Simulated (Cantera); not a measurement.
Cantera run:

```python
import numpy as np
import cantera as ct

gas_names = """
    H HO2 H2 H2O H2O2 H2S H2SO4 Mg MgH MgO MgOH MgO2H2 MgS Mg2 O OH O2 O3 S SH SO SO2 SO3 S2 S2O S8
""".split()
cond_names = """
    H2O(s) H2O(L) H2SO4(L) Mg(cr) Mg(L) MgO(s) MgO(L) MgO2H2(s) MgS(s) MgSO4(s) MgSO4(L) S(cr1) S(cr2)
    S(L)
""".split()


# ... load() reads the species with a 1 bar reference pressure and builds the phases ...
atoms = {
    'MgO': {'Mg': 1, 'O': 1},
    'H2S': {'H': 2, 'S': 1},
    'O2': {'O': 2},
}
top_T = {'MgS(s)': 2250}  # K; cautious upper limits of use, not melting points


# ... equilibrate(T, P, feed) seeds the gas with the atoms and calls Mixture.equilibrate('TP', solver="vcs", rtol=1e-11, max_steps=5000) ...
results = []
feed = {'MgO': 1, 'H2S': 0.059, 'O2': 7.8}  # mol
P = 530000  # Pa
for T in [700, 800, 900, 1000, 1100, 1200, 1300]:
    mix = equilibrate(T, P, feed)
    results.append((T, P, feed, dict(zip(mix.species_names, mix.species_moles))))
    x = sorted(zip(gas.X, gas.species_names), reverse=True)
    print(f"T = {T:g} K  P = {P:g} Pa  gas = {mix.phase_moles(0):.4g} mol")
    print("   x: " + "  ".join(f"{s} {v:.3e}" for v, s in x if v > 1e-06))
    print("   condensed (mol): " + ("  ".join(f"{mix.phase(i).name} {mix.phase_moles(i):.4g}"
          for i in range(1, mix.n_phases) if mix.phase_moles(i) > 1e-12) or "none"))
```

Result:

```
T = 700 K  P = 530000 Pa  gas = 7.741 mol
   x: O2 9.924e-01  H2O 7.622e-03
   condensed (mol): MgO(s) 0.941  MgSO4(s) 0.059
T = 800 K  P = 530000 Pa  gas = 7.741 mol
   x: O2 9.924e-01  H2O 7.622e-03
   condensed (mol): MgO(s) 0.941  MgSO4(s) 0.059
T = 900 K  P = 530000 Pa  gas = 7.741 mol
   x: O2 9.924e-01  H2O 7.622e-03
   condensed (mol): MgO(s) 0.941  MgSO4(s) 0.059
T = 1000 K  P = 530000 Pa  gas = 7.741 mol
   x: O2 9.924e-01  H2O 7.622e-03
   condensed (mol): MgO(s) 0.941  MgSO4(s) 0.05899
T = 1100 K  P = 530000 Pa  gas = 7.741 mol
   x: O2 9.923e-01  H2O 7.621e-03  SO3 1.973e-05  SO2 1.382e-05
   condensed (mol): MgO(s) 0.9413  MgSO4(s) 0.05874
T = 1200 K  P = 530000 Pa  gas = 7.748 mol
   x: O2 9.917e-01  H2O 7.615e-03  SO2 4.044e-04  SO3 2.384e-04
   condensed (mol): MgO(s) 0.946  MgSO4(s) 0.05402
T = 1300 K  P = 530000 Pa  gas = 7.823 mol
   x: O2 9.849e-01  H2O 7.540e-03  SO2 5.897e-03  SO3 1.645e-03  OH 2.796e-06
   condensed (mol): MgO(s) 1
```

These are equilibrium values from Cantera (NASA tables, ideal gas, pure condensed phases), not measurements of a reactor. Mutual solubility and eutectic melting of coexisting phases are not modelled.
